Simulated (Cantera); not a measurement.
Feed: 1 mol SiCl₄, 0.95 mol HCl, 12 mol H₂, equilibrated at 1148 K.

Cantera equilibrium calculation (NASA polynomials, part measured and part estimated; ideal gas, pure solids and liquids). Candidate condensed phases: Si; 19 gas species. The tables' values for SiCl₃ are old estimates; treat these amounts as uncertain. The numbers say what is thermodynamically allowed, not how fast it happens.

Q: At 0.230 bar, list the 4 most abundant gas species with their mole fractions, and the condensed phases.

A: H₂ 0.844, HCl 0.0843, SiCl₄ 0.0565, SiHCl₃ 0.0113. Condensed: gas only.
